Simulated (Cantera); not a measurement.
A diamond (100) surface in a fixed gas of H2 with x(CH4) = 0.0028, x(CH3) = 0.00045, at 1175 K, 0.210 bar; coverages are run to steady state.

Cantera simulation using the Harris–Goodwin 1993 mechanism for the reconstructed diamond (100) surface; the numbers are that mechanism's predictions, not measurements.

θ: site fractions in the mechanism's names (c6HH fully hydrogenated, c6H* and c6*H radical sites, c6** diradical, c6HM methylated).

| x(H) | growth (µm/h) | θ c6HH | θ c6H* | θ c6*H | θ c6** | θ c6HM |
|---|---|---|---|---|---|---|
| 0.0001 | 2.88 | 0.581 | 0.0250 | 0.336 | 0.00396 | 0.0294 |
| 0.00022 | (withheld) | (withheld) | 0.0290 | 0.390 | (withheld) | 0.0353 |
| 0.00049 | 15.9 | 0.468 | 0.0314 | 0.422 | 0.0135 | 0.0375 |
| 0.0011 | 30.6 | 0.449 | 0.0328 | 0.441 | 0.0188 | 0.0341 |
| 0.0024 | 49.2 | 0.445 | 0.0339 | 0.455 | 0.0226 | 0.0261 |
| 0.0054 | 68.0 | 0.447 | 0.0349 | 0.466 | 0.0251 | 0.0164 |
| 0.012 | (withheld) | 0.450 | 0.0357 | 0.473 | 0.0266 | (withheld) |
| 0.027 | 89.7 | 0.452 | 0.0367 | 0.477 | 0.0275 | 0.00438 |
| 0.059 | 94.4 | 0.453 | 0.0383 | 0.477 | 0.0282 | 0.00212 |

Complete the blanks.


- 0.00022, growth (µm/h): 7.20
- 0.00022, θ c6HH: 0.509
- 0.00022, θ c6**: 0.00810
- 0.012, growth (µm/h): 81.5
- 0.012, θ c6HM: 0.00891
